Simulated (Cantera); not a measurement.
Charge: 1 mol HI, 0.25 mol O2, 0.1 mol H2, equilibrated at 2450 °C.

Equilibrium computed with Cantera from the NASA thermochemical tables; the gas is ideal and each condensed phase is pure. Candidate condensed phases: H2O, I2; 12 gas species. The ideal-gas law is rough above about 30 bar. Kinetics and transport are ignored.

At 300 bar, list the 6 most abundant gas species with their mole fractions, and the condensed phases.

I 0.391, H2O 0.361, HI 0.122, I2 0.108, H2 0.0142, OH 0.00284. Condensed: gas only.
